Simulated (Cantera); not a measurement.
A closed system holds: 1 mol PbO, 0.41 mol CO, 0.44 mol H2, 0.00014 mol H2O, held at 13.3 mbar.

Equilibrium computed with Cantera from the NASA thermochemical tables; the gas is ideal and each condensed phase is pure. Candidate condensed phases: C, C6H6, C7H8, C8H18, H2O, Pb, PbO, PbO2, Pb3O4; 113 gas species. Each liquid is taken as pure. Mutual solubility and eutectic melting of coexisting phases are not modelled. Gases not in the tables: (PbO)n polymers. The numbers say what is thermodynamically allowed, not how fast it happens.

Q: Which condensed phases are stable at each of these points (T (°C)): 502, 602, 702, 802, 902, 1002, 1102?

A: 
| T (°C) | condensed phases | Pb condensed (%) |
|---|---|---|
| 502 | Pb(l) + PbO(yellow) | 100.0 |
| 602 | Pb(l) + PbO(yellow) | 100.0 |
| 702 | Pb(l) + PbO(yellow) | 99.9 |
| 802 | Pb(l) + PbO(yellow) | 99.5 |
| 902 | Pb(l) + PbO(l) | 96.9 |
| 1002 | Pb(l) + PbO(l) | 83.4 |
| 1102 | gas only | 0.0 |

From 502 °C to 802 °C the condensed part is Pb(l) + PbO(yellow). From 902 °C to 1002 °C the condensed part is Pb(l) + PbO(l). At 1102 °C nothing is condensed.
